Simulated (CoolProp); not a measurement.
Chlorine along the isobar 0.747 MPa: density (kg/m³) from the reference equation and from simpler models built on Tc = 143.7 °C, pc = 7.642 MPa, ω = 0.070; each cubic takes its own stable root.

The numbers come from the reference Helmholtz-energy equation of state, Thol 2021 in CoolProp.

```tsv
T (°C)	phase	reference
-45.45	liquid	1596
-32.65	liquid	1561
-19.95	liquid	1526
-7.15	liquid	1489
5.65	liquid	1452
18.35	liquid	1414
31.15	gas	23.14
43.95	gas	21.88
56.65	gas	20.79
69.45	gas	19.83
82.25	gas	18.96
94.95	gas	18.19
107.75	gas	17.48
```

Q: How far does each simpler model (van der Waals, Peng-Robinson) lie from the reference over these 13 states: mean and median of the absolute difference, and the worst?

A: 
- van der Waals: mean 32.2 %, median 3.3 %, worst -98.3 % at 18.35 °C and 0.747 MPa
- Peng-Robinson: mean 2.1 %, median 0.6 %, worst +4.4 % at -7.15 °C and 0.747 MPa

At some of these states van der Waals gives the other phase, because its saturation line lies elsewhere.
